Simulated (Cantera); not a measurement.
Mixture: 11.1 % CO, 14.5 % H₂, 7.02 % CH₄, 14.2 % O₂, 53.2 % N₂, equivalence ratio 1.9, at 3750 Torr, adiabatic and at constant volume. Ignition delay is the time to a rise of 400 K.

Detailed kinetics in Cantera: GRI-Mech 3.0 (53 species, 325 reactions). Below about 1000 K GRI-Mech 3.0 lacks low-temperature oxidation paths. Below about 950 K walls govern HO2 and H2O2 in real vessels.

Problem. Predict: delay at 900 K; delay at 975 K; delay at 1050 K; delay at 1125 K; delay at 1200 K; delay at 1275 K; delay at 1350 K; apparent activation energy between 1200 and 1350 K.

Solution. 
```
Property                                                Result
--------------------------------------------------  ----------
delay at 900 K                                         75.4 ms
delay at 975 K                                         8.29 ms
delay at 1050 K                                        1.15 ms
delay at 1125 K                                       0.315 ms
delay at 1200 K                                       0.139 ms
delay at 1275 K                                        75.8 µs
delay at 1350 K                                        45.3 µs
apparent activation energy between 1200 and 1350 K  100 kJ/mol
```
